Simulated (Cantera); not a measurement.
What does this Cantera script print?

```python
import numpy as np
import cantera as ct

gas = ct.Solution("gri30.yaml")
gas.TPX = 1275, 1333, {'N2O': 1, 'N2': 0.058}
inlet = ct.Reservoir(gas, clone=True)

reactor = ct.IdealGasConstPressureReactor(gas, energy="off", clone=False)
exhaust = ct.Reservoir(gas, clone=True)
tau = [1.7, 0.72, 0.3, 0.12, 0.052, 0.022, 0.0089][0]
for a, b in ((inlet, reactor), (reactor, exhaust)):
    ct.MassFlowController(a, b, mdot=lambda t: reactor.mass / tau)
net = ct.ReactorNet([reactor])
show = ['N2O', 'NO', 'O2', 'N2', 'O']

rows = []
print(f"{'tau/s':>10s}{'T/K':>9s}" + "".join(f"{s:>11s}" for s in show))
for tau in [1.7, 0.72, 0.3, 0.12, 0.052, 0.022, 0.0089]:
    net.initial_time = 0.0
    net.advance(30 * tau)
    before = gas.X
    net.advance(40 * tau)
    drift = np.max(np.abs(gas.X - before) / (gas.X + 1e-9))
    rows.append([gas.T, *gas[show].X, drift])
    print(f"{tau:10.3e}{gas.T:9.1f}" + "".join(f"{x:11.3e}" for x in gas[show].X))
```

Result:

```
     tau/s      T/K        N2O         NO         O2         N2          O
 1.700e+00   1275.0  8.765e-01  6.393e-03  2.012e-02  9.699e-02  5.467e-06
 7.200e-01   1275.0  9.148e-01  2.826e-03  8.894e-03  7.346e-02  5.466e-06
 3.000e-01   1275.0  9.323e-01  1.199e-03  3.774e-03  6.273e-02  5.463e-06
 1.200e-01   1275.0  9.400e-01  4.828e-04  1.519e-03  5.801e-02  5.453e-06
 5.200e-02   1275.0  9.429e-01  2.090e-04  6.578e-04  5.620e-02  5.431e-06
 2.200e-02   1275.0  9.442e-01  8.771e-05  2.760e-04  5.540e-02  5.380e-06
 8.900e-03   1275.0  9.448e-01  3.466e-05  1.091e-04  5.505e-02  5.252e-06
```

Cantera simulation using GRI-Mech 3.0 (53 species, 325 reactions); the numbers are that mechanism's predictions, not measurements. GRI-Mech 3.0 was tuned for natural gas; its chemistry of N2O as a main component is partial and can be far from experiment. Radical loss at walls, strong at low pressure, is not modelled. The mechanism lacks the step 2 NO + O2 → 2 NO2, which can matter for NO2 below about 1400 K. The temperature is held fixed by assumption; the heat of reaction is taken as removed at once.
